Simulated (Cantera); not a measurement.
Cantera run:

```python
import numpy as np
import cantera as ct

gas_names = """
    H HNO HNO2 HNO3 HO2 H2 H2O H2O2 N NH NH2 NH3 NH2OH NO NO2 NO3 N2 N2H2 N2H4 N2O O OH O2 O3 Si SiH
    SiH2 SiH3 SiH4 SiN SiO SiO2 Si2 Si2N Si3
""".split()
cond_names = """
    H2O(s) H2O(L) Si(cr) Si(L) SiO2(Lqz) SiO2(hqz) SiO2(L) Si2N2O(s) Si3N4(a)
""".split()


# ... load() reads the species with a 1 bar reference pressure and builds the phases ...
atoms = {
    'Si': {'Si': 1},
    'N2O': {'N': 2, 'O': 1},
    'H2': {'H': 2},
}
top_T = {'Si2N2O(s)': 2100, 'Si3N4(a)': 2400}  # K; cautious upper limits of use, not melting points


# ... equilibrate(T, P, feed) seeds the gas with the atoms and calls Mixture.equilibrate('TP', solver="vcs", rtol=1e-11, max_steps=5000) ...
results = []
feed = {'Si': 1, 'N2O': 0.12, 'H2': 810}  # mol
P = 34000  # Pa
for T in [1098, 1248, 1398, 1548, 1698, 1848, 1998, 2148]:
    mix = equilibrate(T, P, feed)
    results.append((T, P, feed, dict(zip(mix.species_names, mix.species_moles))))

top = {s: max(r[3][s] / sum(r[3][g] for g in gas_names) for r in results) for s in gas_names}
cols = sorted((s for s in top if top[s] > 1e-06), key=lambda s: -top[s])[:6]
seen = [c for c in cond_names if any(r[3].get(c, 0) > 1e-12 for r in results)]
print("log10 of partial pressures in bar; condensed amounts in mol")
print(f"{'T/K':>10s}" + "".join(f"{s[:9]:>10s}" for s in cols + seen))
for T, P, feed, n in results:
    ng = sum(n[g] for g in gas_names)
    print(f"{T:10.4g}" + "".join(f"{np.log10(max(n[s] / ng * P / 1e5, 1e-99)):10.3f}" for s in cols)
          + "".join(f"{n.get(c, 0):10.4g}" for c in seen))
```

It prints:

```
log10 of partial pressures in bar; condensed amounts in mol
       T/K        H2         H        Si      SiH2       SiH        N2    Si(cr)     Si(L) Si2N2O(s)
      1098    -0.469    -7.841   -13.665    -9.370   -12.413   -10.961    0.7599         0      0.12
      1248    -0.469    -6.565   -11.110    -7.989   -10.297    -8.130    0.7598         0      0.12
      1398    -0.469    -5.559    -9.108    -6.905    -8.640    -6.242    0.7608         0    0.1186
      1548    -0.469    -4.746    -7.498    -6.033    -7.309    -4.749    0.7998         0   0.07753
      1698    -0.469    -4.074    -6.183    -5.324    -6.225    -4.298         0    0.8653         0
      1848    -0.469    -3.510    -5.203    -4.850    -5.438    -4.299         0    0.8219         0
      1998    -0.470    -3.030    -4.371    -4.449    -4.773    -4.300         0    0.6494         0
      2148    -0.472    -2.616    -3.661    -4.109    -4.206    -4.303         0         0         0
```

These are equilibrium values from Cantera (NASA tables, ideal gas, pure condensed phases), not measurements of a reactor. Mutual solubility and eutectic melting of coexisting phases are not modelled. Gases not in the tables: Si2H6 and higher silanes.
